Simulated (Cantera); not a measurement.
Input (Python, Cantera) and output of one run.

```python
import numpy as np
import cantera as ct

gas_names = """
    H2O2
""".split()
cond_names = """
    Fe(OH)3(s) Fe(a) Fe(c) Fe(d) Fe(L) Fe(OH)2(s)
""".split()


def load(file, names, dense=False):
    # The tables refer to 1 bar. Condensed volumes are neglected.
    table = {s.name: s for s in ct.Species.list_from_file(file)}
    out = []
    for n in names:
        d = dict(table[n].input_data)
        d["thermo"] = dict(d["thermo"], **{"reference-pressure": 1e5})
        if dense:
            d["equation-of-state"] = {"model": "constant-volume", "density": "1e6 g/cm^3"}
        out.append(ct.Species.from_dict(d))
    return out


species = {s.name: s for s in load("nasa_gas.yaml", gas_names) + load("nasa_condensed.yaml", cond_names)}
# Each term lists the table entries of one substance; the one whose range holds T is used.
reactions = {
    '2 Fe(OH)3 = 3 H2O2(g) + 2 Fe':
        [(-2, ['Fe(OH)3(s)']), (3, ['H2O2']), (2, ['Fe(a)', 'Fe(c)', 'Fe(d)', 'Fe(L)'])],
    '2 Fe(OH)2 + H2O2(g) = 2 Fe(OH)3':
        [(-2, ['Fe(OH)2(s)']), (-1, ['H2O2']), (2, ['Fe(OH)3(s)'])],
}


def pick(names, T):
    return next(species[n] for n in names if species[n].thermo.min_temp <= T <= species[n].thermo.max_temp)


results = []
for label, terms in reactions.items():
    print(label)
    print("     T/K   dH/kJ  dS/(J/K)   dG/kJ   log10 K")
    for T in [1050, 1075, 1100, 1125, 1150, 1175, 1200]:
        used = [(nu, pick(names, T)) for nu, names in terms]
        dH = sum(nu * s.thermo.h(T) for nu, s in used) / 1e6
        dS = sum(nu * s.thermo.s(T) for nu, s in used) / 1e3
        dG = dH - T * dS / 1e3
        logK = -dG * 1e6 / (ct.gas_constant * T * np.log(10))
        results.append((label, T, dH, dS, dG, logK, [s.name for _, s in used]))
        print(f"{T:8g} {dH:8.1f} {dS:8.1f} {dG:8.1f} {logK:8.2f}")
```

Result:

```
2 Fe(OH)3 = 3 H2O2(g) + 2 Fe
     T/K   dH/kJ  dS/(J/K)   dG/kJ   log10 K
    1050   1220.4    490.3    705.6   -35.10
    1075   1220.2    490.1    693.4   -33.69
    1100   1219.2    489.1    681.1   -32.34
    1125   1217.7    487.8    668.9   -31.06
    1150   1215.9    486.2    656.8   -29.83
    1175   1214.1    484.7    644.6   -28.66
    1200   1214.1    484.7    632.5   -27.53
2 Fe(OH)2 + H2O2(g) = 2 Fe(OH)3
     T/K   dH/kJ  dS/(J/K)   dG/kJ   log10 K
    1050   -377.8   -202.6   -165.0     8.21
    1075   -377.2   -202.1   -160.0     7.77
    1100   -376.6   -201.6   -154.9     7.36
    1125   -376.0   -201.0   -149.9     6.96
    1150   -375.4   -200.5   -144.9     6.58
    1175   -374.8   -199.9   -139.9     6.22
    1200   -374.1   -199.4   -134.9     5.87
```

Cantera with NASA thermochemical tables; ideal gases at 1 bar, condensed phases pure. Condensed species are held in their standard states even where they would react or evaporate.
